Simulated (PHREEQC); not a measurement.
Solution (23 °C): 2.4 mmol/kgw NaH2PO4. Closed to the air; pH follows from the charge balance.

The numbers come from PHREEQC with the ion-association model, phreeqc.dat.

Each row changes one thing in this solution. No solid was allowed to form.

```json
[
 {"case": "as made", "pH": "4.95", "ionic strength (mol/kgw)": "0.00243"},
 {"case": "diluted 2-fold with water", "pH": "…", "ionic strength (mol/kgw)": "0.00122"},
 {"case": "temperature from 23 to 60 °C", "pH": "4.93", "ionic strength (mol/kgw)": "0.00243"},
 {"case": "temperature from 23 to 65 °C", "pH": "4.93", "ionic strength (mol/kgw)": "0.00243"},
 {"case": "NaH2PO4 from 0.0024 to 0.00216 mol/kgw", "pH": "…", "ionic strength (mol/kgw)": "0.00218"},
 {"case": "0.00011 mol/kgw HCl added", "pH": "…", "ionic strength (mol/kgw)": "…"},
 {"case": "NaH2PO4 replaced by NaAlO2 at the same molality", "pH": "8.57", "ionic strength (mol/kgw)": "0.00240"}
]
```

Q: Complete the blanks.

A: 
- diluted 2-fold with water, pH: 5.08
- NaH2PO4 from 0.0024 to 0.00216 mol/kgw, pH: 4.97
- 0.00011 mol/kgw HCl added, pH: 4.09
- 0.00011 mol/kgw HCl added, ionic strength (mol/kgw): 0.00249

Complexes and solids missing from the database can't appear. Some of these states are supersaturated (in Al(OH)3(a), Gibbsite (slow to form), for instance). Constants without temperature data keep their 25 °C values here.
